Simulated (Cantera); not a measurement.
Cantera run, input and output.

```python
import numpy as np
import cantera as ct

gas = ct.Solution("gri30.yaml")
gas.TPX = 1250, 44000, {'N2O': 1, 'H2O': 0.01}
reactor = ct.IdealGasConstPressureReactor(gas, energy="off", clone=False)
net = ct.ReactorNet([reactor])
net.rtol, net.atol = 1e-08, 1e-18
show = ['N2O', 'H2O', 'N2', 'O', 'NO', 'O2']
times = np.geomspace(3e-05, 200, 13)

steps = ct.SolutionArray(gas, extra=["t"])
rows = []
print(f"{'t/s':>10s}{'T/K':>9s}{'P/Pa':>11s}" + "".join(f"{s:>11s}" for s in show))
for t in times:
    while net.time < t:
        t_next = net.step()
        steps.append(gas.state, t=t_next)
    rows.append([np.interp(t, steps.t, y) for y in (steps.T, steps.P, *steps(*show).X.T)])
    print(f"{t:10.3e}{rows[-1][0]:9.1f}{rows[-1][1]:11.4g}" + "".join(f"{x:11.3e}" for x in rows[-1][2:]))
rate = np.gradient(steps.T, steps.t)
print("integrator steps:", len(steps.t))
if steps.T.max() > steps.T[0] + 200:
    print(f"time of steepest temperature rise: {steps.t[rate.argmax()]:.4e} s")
gas.TPX = 1250, 44000, {'N2O': 1, 'H2O': 0.01}
gas.equilibrate("TP")
print(f"equilibrium (TP): T = {gas.T:.1f} K  " + "  ".join(f"{s} {gas[s].X[0]:.3e}" for s in show))
```

Output:

```
       t/s      T/K       P/Pa        N2O        H2O         N2          O         NO         O2
 3.000e-05   1250.0    4.4e+04  9.901e-01  9.901e-03  1.595e-05  3.616e-06  1.648e-06  5.717e-06
 1.111e-04   1250.0    4.4e+04  9.900e-01  9.900e-03  6.734e-05  3.897e-06  8.468e-06  2.938e-05
 4.116e-04   1250.0    4.4e+04  9.897e-01  9.898e-03  2.591e-04  3.891e-06  3.393e-05  1.180e-04
 1.524e-03   1250.0    4.4e+04  9.885e-01  9.891e-03  9.731e-04  3.874e-06  1.255e-04  4.473e-04
 5.646e-03   1250.0    4.4e+04  9.843e-01  9.876e-03  3.635e-03  3.845e-06  4.352e-04  1.674e-03
 2.091e-02   1250.0    4.4e+04  9.689e-01  9.824e-03  1.338e-02  3.736e-06  1.532e-03  6.166e-03
 7.746e-02   1250.0    4.4e+04  9.149e-01  9.645e-03  4.743e-02  3.575e-06  5.541e-03  2.205e-02
 2.869e-01   1250.0    4.4e+04  7.482e-01  9.093e-03  1.527e-01  3.407e-06  1.805e-02  7.150e-02
 1.063e+00   1250.0    4.4e+04  3.934e-01  7.919e-03  3.773e-01  2.945e-06  4.353e-02  1.775e-01
 3.936e+00   1250.0    4.4e+04  7.038e-02  6.852e-03  5.842e-01  1.377e-06  6.191e-02  2.763e-01
 1.458e+01   1250.0    4.4e+04  1.147e-03  6.627e-03  6.302e-01  8.629e-08  6.236e-02  2.991e-01
 5.400e+01   1250.0    4.4e+04  9.512e-07  6.624e-03  6.310e-01  5.752e-08  6.220e-02  2.995e-01
 2.000e+02   1250.0    4.4e+04  9.470e-07  6.624e-03  6.311e-01  5.752e-08  6.211e-02  2.995e-01
integrator steps: 1789
equilibrium (TP): T = 1250.0 K  N2O 1.351e-08  H2O 6.622e-03  N2 6.621e-01  O 6.042e-08  NO 3.265e-04  O2 3.310e-01
```

Computed with Cantera and GRI-Mech 3.0 (53 species, 325 reactions). GRI-Mech 3.0 was tuned for natural gas; its chemistry of N2O as a main component is partial and can be far from experiment. The mechanism lacks the step 2 NO + O2 → 2 NO2, which can matter for NO2 below about 1400 K. The temperature is held fixed by assumption; the heat of reaction is taken as removed at once.
